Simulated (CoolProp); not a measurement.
Vapour-liquid equilibrium of n-heptane (1) + p-xylene (2) at 336.4 K; x and y are mole fractions of (1).

Values from CoolProp's multi-fluid Helmholtz-energy mixture model, Span 2003 and Zhou 2012; pair parameters Bell 2016.

```csv
x,bubble pressure (MPa),y at the bubble point,dew pressure at overall composition x (MPa),liquid density (mol/L)
0.05,0.009614,…,0.008249,7.679
0.15,0.01268,0.463,0.009020,7.534
0.25,0.01540,0.604,0.009945,…
0.35,0.01786,0.697,0.01107,7.256
0.45,0.02015,0.766,…,7.123
0.55,0.02231,0.822,0.01425,6.993
0.65,0.02441,0.868,0.01654,6.867
0.75,0.02647,0.910,0.01956,6.744
0.85,…,0.947,…,6.625
0.95,0.03063,…,0.02869,6.508
```

Q: Complete the blanks.

A: 
- 0.05, y at the bubble point: 0.216
- 0.25, liquid density (mol/L): 7.393
- 0.45, dew pressure at overall composition x (MPa): 0.01247
- 0.85, bubble pressure (MPa): 0.02853
- 0.85, dew pressure at overall composition x (MPa): 0.02355
- 0.95, y at the bubble point: 0.983

No azeotrope shows between x = 0.05 and 0.95.

The pair parameters rest on a limited set of measurements; away from them the model extrapolates.
